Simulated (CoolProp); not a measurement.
A closed Brayton cycle with carbon dioxide: compressor inlet 328.15 K and 9.9 MPa, high pressure 30.1 MPa, turbine inlet 625 K, compressor efficiency 0.85, turbine efficiency 0.9, recuperator effectiveness 0.8 (on enthalpy, no pinch check). Each further row changes one setting.

Model: reference Helmholtz-energy equation of state, Span 1996, in CoolProp.

```
case                           thermal efficiency (%)  net work (kJ/kg)  compressor to turbine work  compressor exit (K)  turbine exit (K)
-----------------------------  ----------------------  ----------------  --------------------------  -------------------  ----------------
as stated                                        22.1              48.2                        0.53                410.1             509.9
turbine inlet 575 K                              18.6              36.3                        0.60                410.1             464.4
compressor inlet 338.15 K                        19.6              39.3                        0.61                431.9             509.9
high pressure 25.6 MPa                           22.0              45.2                        0.49                397.8             526.2
recuperator effectiveness 0.5                    19.0              48.2                        0.53                410.1             509.9
```
